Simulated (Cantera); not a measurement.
A closed system holds: 1 mol TiO2, 360 mol H2, 3.1 mol H2O, equilibrated at 1000 °C and 100 Torr.

Cantera equilibrium calculation (NASA polynomials, part measured and part estimated; ideal gas, pure solids and liquids). Candidate condensed phases: H2O, Ti, TiO, TiO2, Ti2O3, Ti3O5, Ti4O7; 12 gas species. Equilibrium is a limit: real reactors are often held back by kinetics, nucleation or transport.

Base state: H2 0.991, H2O 0.00854 (mole fractions); condensed: TiO2(rutile).

### Question
What changes in the equilibrium state with this change: temperature from 1000 °C to 1850 °C?

### Answer
```csv
species,before,after
H2,0.991,0.981
H,1.94e-6,0.00974
H2O,0.00854,0.00940
OH,<1e-9,1.15e-5
"TiO2(rutile), mol",1.00,0
"Ti3O5(l), mol",0,0.332
```

### Question
What changes in the equilibrium state with this change: temperature from 1000 °C to 1675 °C?

### Answer
```json
[
 {"species": "H2", "before": "0.991", "after": "0.987"},
 {"species": "H2O", "before": "0.00854", "after": "0.00944"},
 {"species": "H", "before": "1.94e-6", "after": "0.00308"},
 {"species": "TiO2(rutile), mol", "before": "1.00", "after": "0"},
 {"species": "Ti3O5(s), mol", "before": "0", "after": "0.333"}
]
```
